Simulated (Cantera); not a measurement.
Moist CO burnout

An isothermal, constant-pressure homogeneous reactor starts with CO : O₂ : H₂O : N₂ = 0.0064 : 0.013 : 0.0017 : 1 (molar parts), at 1225 K and 1.20 bar.

Model: GRI-Mech 3.0 (53 species, 325 reactions), integrated in Cantera.

```
t (s)         x CO     x O₂    x H₂O    x H₂O₂     x NO     x N₂O
--------  --------  -------  -------  --------  -------  --------
0.000200   0.00627   0.0127  0.00166    <1e-12   <1e-12    <1e-12
0.000540   0.00627   0.0127  0.00166    <1e-12   <1e-12    <1e-12
0.00146    0.00627   0.0127  0.00166    <1e-12   <1e-12  9.50e-12
0.00394    0.00626   0.0127  0.00166  8.56e-10   <1e-12   1.09e-9
0.0106     0.00365   0.0114  0.00161   5.71e-8  7.42e-8   4.75e-7
0.0287    0.000802   0.0100  0.00165   2.55e-8  1.96e-7   9.33e-7
0.0775    0.000129  0.00969  0.00166   5.73e-9  2.41e-7   1.13e-6
0.209      1.59e-5  0.00963  0.00167  9.69e-10  2.58e-7   1.15e-6
0.565      1.59e-6  0.00963  0.00167  1.65e-10  2.66e-7   9.86e-7
1.52       1.12e-7  0.00963  0.00167  4.01e-11  2.72e-7   5.96e-7
4.12       7.27e-9  0.00963  0.00167  1.56e-11  2.74e-7   1.53e-7
11.1       2.22e-9  0.00963  0.00167  6.14e-12  2.75e-7   9.29e-9
30.0       1.83e-9  0.00963  0.00167  5.36e-12  2.75e-7   4.78e-9
```
x: mole fraction; the columns are a selection and need not sum to one.

Equilibrium at this temperature and pressure: CO 1.83e-9, O₂ 0.00960, H₂O 0.00167, H₂O₂ 5.35e-12, NO 5.66e-5, N₂O 4.78e-9 (gas phase only).
